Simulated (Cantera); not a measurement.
Input (Python, Cantera):

```python
import numpy as np
import cantera as ct

surf = ct.Interface("ptcombust.yaml", "Pt_surf")
gas = surf.adjacent["gas"]
gas.TPX = 900, 67000, {'CO': 0.022, 'O2': 0.023, 'N2': 0.79, 'H2O': 0.038}
surf.TP = 900, 67000
reactor = ct.FlowReactor(gas, clone=False)
reactor.area = 0.0001  # m2
reactor.surface_area_to_volume_ratio = 290  # 1/m
reactor.mass_flow_rate = 2.8 * reactor.area * gas.density  # inlet velocity 2.8 m/s
reactor.energy_enabled = False
wall = ct.ReactorSurface(surf, reactor, clone=False)
net = ct.ReactorNet([reactor])
net.rtol, net.atol = 1e-8, 1e-16
show, cover = ['CO', 'O2', 'H2O', 'CO2'], ['PT(S)', 'H(S)', 'O(S)', 'OH(S)', 'CO(S)', 'C(S)']

rows = []
print(f"{'z/m':>9s}{'u/(m/s)':>9s}" + "".join(f"{s:>13s}" for s in show + cover))
for z in [0.00099, 0.0018, 0.0031, 0.0056, 0.0099, 0.018, 0.031, 0.056, 0.099]:
    net.advance(z)
    rows.append([reactor.speed, *gas[show].X, *surf[cover].coverages])
    print(f"{z:9.4g}{rows[-1][0]:9.3g}" + "".join(f"{x:13.4e}" for x in rows[-1][1:]))
```

It prints:

```
      z/m  u/(m/s)           CO           O2          H2O          CO2        PT(S)         H(S)         O(S)        OH(S)        CO(S)         C(S)
  0.00099     2.79   1.9259e-02   2.3416e-02   4.3659e-02   6.0178e-03   3.8599e-01   1.0298e-05   4.1480e-03   4.5362e-04   6.0937e-01   1.4168e-09
   0.0018     2.78   1.3782e-02   2.0716e-02   4.3780e-02   1.1564e-02   4.3891e-01   1.1161e-05   5.2069e-03   5.4271e-04   5.5530e-01   1.1695e-09
   0.0031     2.77   7.6100e-04   1.4296e-02   4.4067e-02   2.4751e-02   3.8676e-01   8.5908e-07   6.0523e-01   5.5104e-03   2.4784e-03   3.9570e-14
   0.0056     2.76   1.4766e-05   1.3928e-02   4.4083e-02   2.5507e-02   1.9946e-01   2.7749e-07   7.9598e-01   4.5390e-03   9.9546e-06   6.2323e-17
   0.0099     2.76   4.2285e-08   1.3921e-02   4.4084e-02   2.5522e-02   1.9853e-01   2.7538e-07   7.9693e-01   4.5311e-03   2.8211e-08   1.7558e-19
    0.018     2.76   6.9715e-13   1.3921e-02   4.4084e-02   2.5522e-02   1.9852e-01   2.7538e-07   7.9693e-01   4.5311e-03   4.6510e-13   2.8947e-24
    0.031     2.76   1.2795e-17   1.3921e-02   4.4084e-02   2.5522e-02   1.9852e-01   2.7538e-07   7.9693e-01   4.5311e-03   8.5363e-18   5.3141e-29
    0.056     2.76  -2.9407e-17   1.3921e-02   4.4084e-02   2.5522e-02   1.9852e-01   2.7538e-07   7.9693e-01   4.5311e-03   4.4304e-18   2.7816e-29
    0.099     2.76  -4.7799e-16   1.3921e-02   4.4084e-02   2.5522e-02   1.9852e-01   2.7538e-07   7.9693e-01   4.5311e-03   2.8862e-17   1.8007e-28
```

Model: Deutschmann's 1995 Pt surface mechanism with GRI-Mech 3.0 gas chemistry, integrated in Cantera. Catalytic surfaces can have several steady states; this one follows from the mechanism file's or the stated starting coverage. Mass transfer to the wall is taken as infinitely fast.
